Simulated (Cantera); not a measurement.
A closed system holds: 1 mol Al2O3, 0.32 mol H2, equilibrated at 1775 °C and 4.20e-5 bar.

Cantera equilibrium calculation (NASA polynomials, part measured and part estimated; ideal gas, pure solids and liquids). Candidate condensed phases: Al, Al2O3, H2O; 19 gas species. The tables' values for AlOH are old estimates; treat these amounts as uncertain. Equilibrium is a limit: real reactors are often held back by kinetics, nucleation or transport.

Base state: H2 0.700, H 0.289, H2O 0.00581, Al 0.00365, OH 0.000261, Al2O 0.000256, AlOH 0.000170, AlO 0.000135 (mole fractions); condensed: Al2O3(s).

### Question
What changes in the equilibrium state with this change: temperature from 1775 °C to 1450 °C?

### Answer
| species | before | after |
|---|---|---|
| H2 | 0.700 | 0.972 |
| H | 0.289 | 0.0278 |
| H2O | 0.00581 | 0.000235 |
| Al | 0.00365 | 0.000148 |
| O | 7.80e-5 | 8.37e-9 |
| AlO | 0.000135 | 1.81e-7 |
| Al2O3(s), mol | 0.999 | 1.000 |
